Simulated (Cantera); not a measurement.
What does this Cantera script print?

```python
import numpy as np
import cantera as ct

gas_names = """
    C CO CO2 C2 C2O C3 C3O2 C4 C5 Mg MgO Mg2 O O2 O3
""".split()
cond_names = """
    C(gr) Mg(cr) Mg(L) MgCO3(s) MgO(s) MgO(L)
""".split()


# ... load() reads the species with a 1 bar reference pressure and builds the phases ...
atoms = {
    'MgO': {'Mg': 1, 'O': 1},
    'C': {'C': 1},
    'CO': {'C': 1, 'O': 1},
}
top_T = {'C(gr)': 4500}  # K; cautious upper limits of use, not melting points


# ... equilibrate(T, P, feed) seeds the gas with the atoms and calls Mixture.equilibrate('TP', solver="vcs", rtol=1e-11, max_steps=5000) ...
results = []
feed = {'MgO': 1, 'C': 1.6, 'CO': 0.02}  # mol
P = 133.322  # Pa
for T in [948, 1048, 1148, 1248, 1348, 1448, 1548, 1648, 1748, 1848, 1948]:
    mix = equilibrate(T, P, feed)
    results.append((T, P, feed, dict(zip(mix.species_names, mix.species_moles))))

top = {s: max(r[3][s] / sum(r[3][g] for g in gas_names) for r in results) for s in gas_names}
cols = sorted((s for s in top if top[s] > 0.001), key=lambda s: -top[s])[:8]
seen = [c for c in cond_names if any(r[3].get(c, 0) > 1e-12 for r in results)]
print("log10 of partial pressures in bar; condensed amounts in mol")
print(f"{'T/K':>10s}" + "".join(f"{s[:9]:>10s}" for s in cols + seen))
for T, P, feed, n in results:
    ng = sum(n[g] for g in gas_names)
    print(f"{T:10.4g}" + "".join(f"{np.log10(max(n[s] / ng * P / 1e5, 1e-99)):10.3f}" for s in cols)
          + "".join(f"{n.get(c, 0):10.4g}" for c in seen))
```

Output:

```
log10 of partial pressures in bar; condensed amounts in mol
       T/K        CO        Mg       CO2     C(gr)    MgO(s)
       948    -2.876   -16.044    -5.509       1.6         1
      1048    -2.875   -12.736    -6.404       1.6         1
      1148    -2.875   -10.012    -7.141       1.6         1
      1248    -2.875    -7.732    -7.756       1.6         1
      1348    -2.876    -5.795    -8.277       1.6         1
      1448    -2.901    -4.107    -8.774     1.599    0.9987
      1548    -3.172    -3.180    -9.700       0.6         0
      1648    -3.172    -3.180   -10.036       0.6         0
      1748    -3.172    -3.180   -10.331       0.6         0
      1848    -3.172    -3.180   -10.592       0.6         0
      1948    -3.172    -3.180   -10.825       0.6         0
```

Method: chemical equilibrium by Gibbs-energy minimisation in Cantera with the NASA 1993 tables (ideal gas, pure condensed phases).
